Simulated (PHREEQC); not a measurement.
Model water analysis in mg/kgw, 25 °C, pH 6.1, pe 12.9:

```
constituent          mg/kgw
------------------  -------
Na                   0.0154
K                   0.00203
Ca                    0.168
Mg                  0.00138
Cl                   0.0525
S(6) as SO4           0.176
Alkalinity as HCO3    0.245
Pb                   0.0109
```

Valence states are taken as typed.

Computed with PHREEQC (ion-association model, phreeqc.dat).

```
quantity                   before     after
-----------------------  --------  --------
CO2 (mol/kgw)             8.53e-6   1.99e-5
HCO3- (mol/kgw)           4.80e-6   5.60e-6
Pb+2 (mol/kgw)            5.09e-8   5.16e-8
CaSO4 (mol/kgw)           1.31e-9   1.31e-9
PbOH+ (mol/kgw)           1.23e-9  6.25e-10
CO3-2 (mol/kgw)          2.87e-10  1.68e-10
SI of Pb(OH)2 (Pb(OH)2)     -3.25     -3.85
SI of Anglesite (PbSO4)     -5.26     -5.25
```

Question: What was changed between the two runs?
A. all concentrations times 4 at the same typed pH
B. Alkalinity from 0.245 to 0.122 mg/kgw
C. pH from 6.1 to 5.8 at the same alkalinity

Answer: C, pH from 6.1 to 5.8 at the same alkalinity

Precipitation was switched off in this run.
